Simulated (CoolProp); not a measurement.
Vapour-liquid equilibrium of n-butane (1) + cyclohexane (2) at 4.79 bar; x and y are mole fractions of (1).

Computed with CoolProp (multi-fluid Helmholtz-energy mixture model, Bücker 2006 and Zhou 2014; pair parameters Bell 2016).

```tsv
x	bubble temperature (°C)	y at the bubble point	dew temperature at overall composition x (°C)	liquid density (mol/L)
0.05	134.5	0.188	140.8	7.884
0.125	122.1	0.419	137.5	8.085
0.2	110.5	0.591	134.0	8.277
0.275	100.0	0.713	130.2	8.454
0.35	90.7	0.798	126.2	8.614
0.425	82.8	0.857	121.8	8.756
0.5	76.0	0.898	117.0	8.881
0.575	70.3	0.927	111.7	8.990
0.65	65.3	0.948	105.7	9.085
0.725	61.0	0.964	98.8	9.165
0.8	57.3	0.976	90.5	9.233
0.875	53.9	0.986	80.0	9.290
0.95	50.7	0.995	64.8	9.335
```

No azeotrope shows between x = 0.05 and 0.95.

Pair parameters are fitted to limited data, so mixtures are less certain than the pure fluids.
